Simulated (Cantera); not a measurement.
# CaO + Cl2 + N2 (oxide etching and cleaning by halides)

Input: 1 mol CaO, 1.9 mol Cl2, 53 mol N2, at 1400 K.

Equilibrium computed with Cantera from the NASA thermochemical tables; the gas is ideal and each condensed phase is pure. Candidate condensed phases: Ca, CaCl2, CaO; 17 gas species. Condensed phases not in the tables: oxide chlorides. The numbers say what is thermodynamically allowed, not how fast it happens.

```json
[
 {"P (Pa)": "1", "x N2": "0.941", "x Cl": "0.0319", "x CaCl2": "0.0178", "x Cl2": "1.26e-5", "x O2": "0.00879", "x NO": "0.000162", "x O": "2.81e-5", "x ClO": "2.67e-7", "n CaCl2(l)": "0"},
 {"P (Pa)": "4.20", "x N2": "0.941", "x Cl": "0.0319", "x CaCl2": "0.0178", "x Cl2": "5.28e-5", "x O2": "0.00879", "x NO": "0.000162", "x O": "1.37e-5", "x ClO": "5.45e-7", "n CaCl2(l)": "0"},
 {"P (Pa)": "18", "x N2": "0.942", "x Cl": "0.0315", "x CaCl2": "0.0178", "x Cl2": "0.000222", "x O2": "0.00880", "x NO": "0.000162", "x O": "6.62e-6", "x ClO": "1.12e-6", "n CaCl2(l)": "0"},
 {"P (Pa)": "75", "x N2": "0.942", "x Cl": "0.0303", "x CaCl2": "0.0178", "x Cl2": "0.000852", "x O2": "0.00880", "x NO": "0.000162", "x O": "3.24e-6", "x ClO": "2.19e-6", "n CaCl2(l)": "0"},
 {"P (Pa)": "320", "x N2": "0.944", "x Cl": "0.0265", "x CaCl2": "0.0178", "x Cl2": "0.00278", "x O2": "0.00882", "x NO": "0.000163", "x O": "1.57e-6", "x ClO": "3.97e-6", "n CaCl2(l)": "0"},
 {"P (Pa)": "1300", "x N2": "0.947", "x Cl": "0.0197", "x CaCl2": "0.0179", "x Cl2": "0.00624", "x O2": "0.00885", "x NO": "0.000163", "x O": "7.81e-7", "x ClO": "5.95e-6", "n CaCl2(l)": "0"},
 {"P (Pa)": "5600", "x N2": "0.962", "x Cl": "0.0122", "x CaCl2": "0.00614", "x Cl2": "0.0103", "x O2": "0.00899", "x NO": "0.000166", "x O": "3.79e-7", "x ClO": "7.69e-6", "n CaCl2(l)": "0.662"},
 {"P (Pa)": "24000", "x N2": "0.970", "x Cl": "0.00665", "x CaCl2": "0.00143", "x Cl2": "0.0131", "x O2": "0.00906", "x NO": "0.000167", "x O": "1.84e-7", "x ClO": "8.73e-6", "n CaCl2(l)": "0.922"},
 {"P (Pa)": "100000", "x N2": "0.972", "x Cl": "0.00346", "x CaCl2": "0.000344", "x Cl2": "0.0148", "x O2": "0.00908", "x NO": "0.000167", "x O": "9.02e-8", "x ClO": "9.28e-6", "n CaCl2(l)": "0.981"}
]
```
x: gas mole fraction; n: condensed amount in mol.

From 0.00750 Torr to 9.75 Torr nothing is condensed. From 42.0 Torr to 750 Torr the condensed part is CaCl2(l). The main Ca-bearing gas is CaCl2 throughout.
